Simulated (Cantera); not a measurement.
An isothermal, constant-pressure homogeneous reactor starts with 1.96 % C2H6, 98.0 % N2, at 1725 K and 0.0267 bar.

Cantera simulation using GRI-Mech 3.0 (53 species, 325 reactions); the numbers are that mechanism's predictions, not measurements. GRI-Mech 3.0 stops at C3 and has no aromatics, soot or wall deposition, so with more carbon than oxygen in the feed, carbon stays in small species such as C2H2 where larger ones or solid carbon would form. Radical loss at walls, strong at low pressure, is not modelled.

**Question.** Predict: x(C2H) at 4.00 s; x(HCN) at 4.00 s; x(CH3) at 4.00 s; x(CH2) at 4.00 s; x(H2) at 4.00 s; x(C2H4) at 4.00 s.

**Answer.** x(C2H) at 4.00 s: 6.57e-7 (gas-phase equilibrium 1.15e-7)
x(HCN) at 4.00 s: 5.64e-5 (gas-phase equilibrium 0.0315)
x(CH3) at 4.00 s: 8.50e-6 (gas-phase equilibrium 1.34e-7)
x(CH2) at 4.00 s: 4.96e-8 (gas-phase equilibrium 8.35e-10)
x(H2) at 4.00 s: 0.0375 (gas-phase equilibrium 0.0376)
x(C2H4) at 4.00 s: 8.04e-7 (gas-phase equilibrium 1.24e-7)
